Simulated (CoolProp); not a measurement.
The fluoroketone C6F12O (FK-5-1-12) at 458.81 K and 0.335 MPa is throttled through a valve to 0.107 MPa with no heat exchange. Each further row changes one setting.

Computed with CoolProp (reference Helmholtz-energy equation of state, McLinden 2015).

```csv
case,temperature change (K),final density (kg/m³)
as stated,-1.7,9.06
outlet pressure 0.0321 MPa,-2.3,2.69
outlet pressure 0.139 MPa,-1.5,11.8
```
